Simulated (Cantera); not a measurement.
A perfectly stirred reactor is fed with CH4 : H2 : O2 = 0.0024 : 1 : 0.0095 (molar parts), equivalence ratio 53, at 0.0100 bar; it is held at 2898 K, and followed from long to short residence time.

Detailed kinetics in Cantera: GRI-Mech 3.0 (53 species, 325 reactions). Radical loss at walls, strong at low pressure, is not modelled.

x: mole fraction; the columns are a selection and need not sum to one.

| τ (s) | x CH4 | x H2 | x O2 | x CH2O | x O | x C2H |
|---|---|---|---|---|---|---|
| 1.4 | 1.59e-9 | 0.414 | 1.50e-5 | 2.53e-11 | 0.00237 | <1e-12 |
| 0.57 | 5.84e-9 | 0.499 | 1.02e-5 | 9.24e-11 | 0.00151 | 1.07e-12 |
| 0.24 | 3.39e-8 | 0.619 | 5.26e-6 | 5.28e-10 | 0.000712 | 2.66e-11 |
| 0.098 | 5.76e-7 | 0.753 | 2.97e-6 | 5.10e-9 | 0.000232 | ___ |
| 0.041 | 1.37e-5 | 0.852 | 6.46e-6 | 4.06e-8 | 6.59e-5 | ___ |
| 0.017 | 0.000116 | 0.900 | 2.39e-5 | 1.44e-7 | 2.50e-5 | ___ |
| 0.0070 | 0.000372 | 0.923 | 8.11e-5 | 2.71e-7 | 1.39e-5 | ___ |
| 0.0029 | 0.000778 | 0.937 | 0.000258 | 3.79e-7 | 9.82e-6 | ___ |
| 0.0012 | 0.00124 | 0.949 | 0.000804 | 4.44e-7 | 9.77e-6 | ___ |
| 0.00050 | 0.00160 | 0.960 | 0.00232 | 5.28e-7 | 1.33e-5 | ___ |
| 0.00021 | 0.00192 | 0.973 | 0.00550 | 6.77e-7 | 1.49e-5 | ___ |

### Question
What belongs in the gaps?

### Answer

- 0.098, x C2H: 2.03e-9
- 0.041, x C2H: 1.32e-7
- 0.017, x C2H: 1.44e-6
- 0.0070, x C2H: 2.61e-6
- 0.0029, x C2H: 1.71e-6
- 0.0012, x C2H: 5.13e-7
- 0.00050, x C2H: 7.81e-8
- 0.00021, x C2H: 4.74e-9
